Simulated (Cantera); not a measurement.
Feed: 1 mol CaO, 2.6 mol F2, held at 7.50 Torr.

These are equilibrium values from Cantera (NASA tables, ideal gas, pure condensed phases), not measurements of a reactor. Candidate condensed phases: Ca, CaF2, CaO; 13 gas species. The numbers say what is thermodynamically allowed, not how fast it happens.

What share of the Ca ends up in condensed phases as a function of T (K), at 1348, 1423, 1498, 1573, 1648, 1723, 1798, 1873?


| T (K) | Ca condensed (%) | as |
|---|---|---|
| 1348 | 100.0 | CaF2(s) |
| 1423 | 100.0 | CaF2(s) |
| 1498 | 99.9 | CaF2(s) |
| 1573 | 99.6 | CaF2(s) |
| 1648 | 98.6 | CaF2(s) |
| 1723 | 95.5 | CaF2(l) |
| 1798 | 87.1 | CaF2(l) |
| 1873 | 65.1 | CaF2(l) |
